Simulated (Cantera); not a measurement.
An isothermal, constant-pressure homogeneous reactor starts with C₃H₈ : H₂ = 1 : 21 (molar parts), at 1250 K and 0.987 atm.

Computed with Cantera and GRI-Mech 3.0 (53 species, 325 reactions). GRI-Mech 3.0 was tuned for natural gas; its chemistry of propane as a main component is partial and can be far from experiment. GRI-Mech 3.0 stops at C3 and has no aromatics, soot or wall deposition, so with more carbon than oxygen in the feed, carbon stays in small species such as C2H2 where larger ones or solid carbon would form.

One state of this run: x C₃H₈ = 1.72e-6; x H₂ = 0.886; x C₂H₄ = 0.0148; x C₂H₆ = 0.00104; x C₂H₂ = 0.00318. x: mole fraction; the columns are a selection and need not sum to one.

**Question.** Which value of t (s) does it belong to?
A. 0.00332
B. 1.20
C. 4.00e-5
D. 0.0145

**Answer.** B, 1.20
